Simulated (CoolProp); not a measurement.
Vapour-liquid equilibrium of R1234ze(E) (1) + R227EA (2) at 16.45 °C; x and y are mole fractions of (1).

Computed with CoolProp (multi-fluid Helmholtz-energy mixture model, Thol 2016 and Lemmon 2016; pair parameters Bell 2023).

```csv
x,bubble pressure (kPa),y at the bubble point,dew pressure at overall composition x (kPa),liquid density (mol/L)
0.05,350.0,…,349.7,8.450
0.15,…,0.167,354.9,8.618
0.25,…,0.273,359.9,8.795
0.35,365.8,0.375,…,8.979
0.45,370.0,0.474,369.0,9.172
0.55,373.7,0.570,373.0,9.376
0.65,376.7,0.665,376.2,9.590
0.75,379.0,0.759,378.8,9.816
0.85,380.7,0.854,380.6,10.05
0.95,381.6,0.951,381.6,10.31
```

What belongs in the gaps?


- 0.05, y at the bubble point: 0.057
- 0.15, bubble pressure (kPa): 355.7
- 0.25, bubble pressure (kPa): 361.0
- 0.35, dew pressure at overall composition x (kPa): 364.7

No azeotrope shows between x = 0.05 and 0.95.

The pair parameters rest on a limited set of measurements; away from them the model extrapolates.
